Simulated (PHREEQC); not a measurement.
Dissolve 0.061 mol HF, 0.064 mol H2SiF6 and 0.00017 mol H3BO3 per kg of water at 25 °C. Closed to the air; pH follows from the charge balance.

The numbers come from PHREEQC with the ion-association model, phreeqc.dat.

| quantity | before | after |
|---|---|---|
| pH | 0.99 | 1.93 |
| F- (mol/kgw) | 0.000567 | 0.000402 |
| HF2- (mol/kgw) | 0.000129 | 9.35e-6 |
| BF3OH- (mol/kgw) | 9.96e-7 | 8.09e-7 |

Problem. Name the change that produced these shifts.
A) H3BO3 from 0.00017 to 0.000255 mol/kgw
B) H2SiF6 from 0.064 to 0.0576 mol/kgw
C) H3BO3 replaced by HBF4 at the same molality
D) H2SiF6 from 0.064 to 0.032 mol/kgw
E) diluted 10-fold with water

Solution. E, diluted 10-fold with water

No solid was allowed to form. SiF6-2 is the database's only silicon fluoride. Real BF4- forms and hydrolyses slowly; the run takes it at equilibrium.
